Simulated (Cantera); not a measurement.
A closed system holds: 1 mol CF₄, 0.33 mol F₂, equilibrated at 0.100 bar.

Method: chemical equilibrium by Gibbs-energy minimisation in Cantera with the NASA 1993 tables (ideal gas, pure condensed phases). Candidate condensed phases: C; 13 gas species. Gases not in the tables: C₂F₆ and larger saturated fluorocarbons. The numbers say what is thermodynamically allowed, not how fast it happens. All values below are at 3000 K.

Base state: F 0.742, CF₂ 0.201, CF 0.0519, CF₃ 0.00224, CF₄ 0.00100, C₃ 0.000687, C 0.000306, C₂ 0.000116 (mole fractions); condensed: gas only.

Q: What changes in the equilibrium state with this change: CF₄ replaced by CCl₄?

A: 
```json
[
 {"species": "Cl", "before": "0", "after": "0.861"},
 {"species": "F", "before": "0.742", "after": "0.113"},
 {"species": "CF", "before": "0.0519", "after": "0.0131"},
 {"species": "CF₂", "before": "0.201", "after": "0.00778"},
 {"species": "Cl₂", "before": "0", "after": "0.000809"},
 {"species": "ClF", "before": "0", "after": "0.000165"},
 {"species": "C(graphite), mol", "before": "0", "after": "0.852"}
]
```
The tables' values for CCl are old estimates; treat these amounts as uncertain.
